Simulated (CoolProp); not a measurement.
Vapour-liquid equilibrium of n-hexane (1) + m-xylene (2) at 0.263 MPa; x and y are mole fractions of (1).

Values from CoolProp's multi-fluid Helmholtz-energy mixture model, Thol 2019 and Zhou 2012; pair parameters Bell 2016.

```csv
x,bubble temperature (K),y at the bubble point,dew temperature at overall composition x (K),liquid density (mol/L)
0.05,443.7,0.192,449.8,6.771
0.2,422.2,0.581,443.4,6.876
0.35,406.1,0.771,?,6.920
0.5,395.2,?,427.5,6.908
0.65,?,0.917,417.0,6.860
0.8,382.3,0.954,?,?
0.95,377.4,0.988,382.9,6.728
```

### Question
Some entries are withheld; supply them.

### Answer

- 0.35, dew temperature at overall composition x (K): 436.1
- 0.5, y at the bubble point: 0.865
- 0.65, bubble temperature (K): 387.8
- 0.8, dew temperature at overall composition x (K): 403.1
- 0.8, liquid density (mol/L): 6.794

No azeotrope shows between x = 0.05 and 0.95.

Pair parameters are fitted to limited data, so mixtures are less certain than the pure fluids. The gap from Raoult's law changes sign with composition, which may be real or a fault of the pair parameters; it wasn't checked against measurements.
